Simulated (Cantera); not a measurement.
A perfectly stirred reactor is fed with CH4 : H2O = 1 : 3.3 (molar parts), at 1.00 atm; it is held at 1700 K, and followed from long to short residence time.

Model: GRI-Mech 3.0 (53 species, 325 reactions), integrated in Cantera.

Q: What does this change do: temperature 1700 to 1273 K?

A: 
| quantity | before | after |
|---|---|---|
| x(CH4) at τ = 9.30 s | 0.00808 | 0.215 |
| x(H2O) at τ = 9.30 s | 0.359 | 0.757 |
| x(H2O2) at τ = 9.30 s | 3.07e-12 | <1e-12 |
| x(CO2) at τ = 9.30 s | 0.0267 | 0.000104 |
| x(C2H) at τ = 9.30 s | 2.72e-9 | 2.97e-12 |
| x(CH4) at τ = 0.100 s | 0.0570 | 0.232 |
| x(H2O) at τ = 0.100 s | 0.570 | 0.767 |
| x(H2O2) at τ = 0.100 s | 1.14e-11 | <1e-12 |
| x(CO2) at τ = 0.100 s | 0.0145 | 2.40e-10 |
| x(C2H) at τ = 0.100 s | 6.12e-8 | <1e-12 |

Q: What does this change do: CH4 1 to 1.8 parts?

A: 
```csv
quantity,before,after
x(CH4) at τ = 9.30 s,0.00808,0.0126
x(H2O) at τ = 9.30 s,0.359,0.192
x(H2O2) at τ = 9.30 s,3.07e-12,<1e-12
x(CO2) at τ = 9.30 s,0.0267,0.0160
x(C2H) at τ = 9.30 s,2.72e-9,8.23e-9
x(CH4) at τ = 0.100 s,0.0570,0.0787
x(H2O) at τ = 0.100 s,0.570,0.438
x(H2O2) at τ = 0.100 s,1.14e-11,4.99e-12
x(CO2) at τ = 0.100 s,0.0145,0.0102
x(C2H) at τ = 0.100 s,6.12e-8,8.67e-8
```

Q: What does this change do: pressure from 1.00 atm to 3.06 atm?

A: 
```tsv
quantity	before	after
x(CH4) at τ = 9.30 s	0.00808	0.00753
x(H2O) at τ = 9.30 s	0.359	0.355
x(H2O2) at τ = 9.30 s	3.07e-12	3.00e-12
x(CO2) at τ = 9.30 s	0.0267	0.0267
x(C2H) at τ = 9.30 s	2.72e-9	7.49e-10
x(CH4) at τ = 0.100 s	0.0570	0.0525
x(H2O) at τ = 0.100 s	0.570	0.539
x(H2O2) at τ = 0.100 s	1.14e-11	9.92e-12
x(CO2) at τ = 0.100 s	0.0145	0.0187
x(C2H) at τ = 0.100 s	6.12e-8	2.82e-8
```
